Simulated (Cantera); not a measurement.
Cantera run:

```python
import numpy as np
import cantera as ct

gas_names = """
    CH4 H2 C2H4 H
""".split()
cond_names = """
    Ta(cr) Ta(L) TaC(s) TaC(L)
""".split()


# ... load() reads the species with a 1 bar reference pressure and builds the phases ...
species = {s.name: s for s in load("nasa_gas.yaml", gas_names) + load("nasa_condensed.yaml", cond_names)}
# Each term lists the table entries of one substance; the one whose range holds T is used.
reactions = {
    'CH4(g) + Ta = TaC + 2 H2(g)':
        [(-1, ['CH4']), (-1, ['Ta(cr)', 'Ta(L)']), (1, ['TaC(s)', 'TaC(L)']), (2, ['H2'])],
    'C2H4(g) + 2 Ta = 2 TaC + 4 H(g)':
        [(-1, ['C2H4']), (-2, ['Ta(cr)', 'Ta(L)']), (2, ['TaC(s)', 'TaC(L)']), (4, ['H'])],
}


def pick(names, T):
    return next(species[n] for n in names if species[n].thermo.min_temp <= T <= species[n].thermo.max_temp)


results = []
for label, terms in reactions.items():
    print(label)
    print("     T/K   dH/kJ  dS/(J/K)   dG/kJ   log10 K")
    for T in [1748, 1898, 2048, 2198, 2348, 2498, 2648]:
        used = [(nu, pick(names, T)) for nu, names in terms]
        dH = sum(nu * s.thermo.h(T) for nu, s in used) / 1e6
        dS = sum(nu * s.thermo.s(T) for nu, s in used) / 1e3
        dG = dH - T * dS / 1e3
        logK = -dG * 1e6 / (ct.gas_constant * T * np.log(10))
        results.append((label, T, dH, dS, dG, logK, [s.name for _, s in used]))
        print(f"{T:8g} {dH:8.1f} {dS:8.1f} {dG:8.1f} {logK:8.2f}")
```

Output:

```
CH4(g) + Ta = TaC + 2 H2(g)
     T/K   dH/kJ  dS/(J/K)   dG/kJ   log10 K
    1748    -51.0    109.2   -241.9     7.23
    1898    -51.4    109.0   -258.2     7.11
    2048    -52.0    108.7   -274.6     7.00
    2198    -52.8    108.3   -290.8     6.91
    2348    -53.7    107.9   -307.1     6.83
    2498    -54.7    107.5   -323.2     6.76
    2648    -55.8    107.1   -339.3     6.69
C2H4(g) + 2 Ta = 2 TaC + 4 H(g)
     T/K   dH/kJ  dS/(J/K)   dG/kJ   log10 K
    1748    587.0    321.2     25.6    -0.76
    1898    590.3    323.0    -22.7     0.63
    2048    593.4    324.6    -71.3     1.82
    2198    596.3    325.9   -120.1     2.85
    2348    599.1    327.2   -169.1     3.76
    2498    601.8    328.3   -218.2     4.56
    2648    604.2    329.2   -267.6     5.28
```

Cantera with NASA thermochemical tables; ideal gases at 1 bar, condensed phases pure. TaC: taken at fixed stoichiometry. Condensed species are held in their standard states even where they would react or evaporate.
